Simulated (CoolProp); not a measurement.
c-C4F8 (RC318) at 298.15 K and 0.178 MPa flows at 3.8 m/s in a round tube of 50 mm bore and 45 µm roughness, fully developed (64/Re and Nu = 3.66 if laminar; Colebrook and Gnielinski if turbulent). Each further row changes one setting.

Values from CoolProp's reference Helmholtz-energy equation of state, Platzer 1990. This equation is an older, rougher fit.

```tsv
case	Reynolds number	Darcy friction factor	pressure drop (Pa/m)	heat-transfer coefficient (W/(m² K))	mass flow (kg/h)
as stated	261000	0.0203	44.6	?	?
velocity 7.6 m/s	522000	?	?	?	816
diameter 100 mm	522000	?	19.0	112	?
```

Complete the blanks.


- as stated, heat-transfer coefficient (W/(m² K)): 133
- as stated, mass flow (kg/h): 408
- velocity 7.6 m/s, Darcy friction factor: 0.0198
- velocity 7.6 m/s, pressure drop (Pa/m): 173
- velocity 7.6 m/s, heat-transfer coefficient (W/(m² K)): 258
- diameter 100 mm, Darcy friction factor: 0.0173
- diameter 100 mm, mass flow (kg/h): 1630

Viscosity comes from a separate model (Huber 2003), an estimate that may be off by 10 % or more. Thermal conductivity comes from a separate model (Huber 2003), an estimate that may be off by 10 % or more.
